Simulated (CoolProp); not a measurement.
100 sccm (0 °C, 1 atm) of nitrogen bubbles through liquid n-octane at 363.4 K and leaves saturated at a total pressure of 0.114 MPa (ideal gas phase). Each further row changes one setting.

Model: reference Helmholtz-energy equation of state, Beckmüller 2019, in CoolProp.

| case | vapour pressure (kPa) | mole fraction of vapour | delivery (mg/min) | delivery (sccm) | change of delivery for a bath 1 K warmer (%) |
|---|---|---|---|---|---|
| as stated | 33.8 | (withheld) | 214 | (withheld) | (withheld) |
| bath temperature 368.4 K | (withheld) | 0.351 | (withheld) | 54.2 | (withheld) |
| total pressure 0.228 MPa | 33.8 | 0.148 | (withheld) | 17.4 | (withheld) |

Task: Some entries are withheld; supply them.

Result: 
- as stated, mole fraction of vapour: 0.296
- as stated, delivery (sccm): 42.1
- as stated, change of delivery for a bath 1 K warmer (%): 5.1
- bath temperature 368.4 K, vapour pressure (kPa): 40.0
- bath temperature 368.4 K, delivery (mg/min): 276
- bath temperature 368.4 K, change of delivery for a bath 1 K warmer (%): 5.3
- total pressure 0.228 MPa, delivery (mg/min): 88.6
- total pressure 0.228 MPa, change of delivery for a bath 1 K warmer (%): 4.2
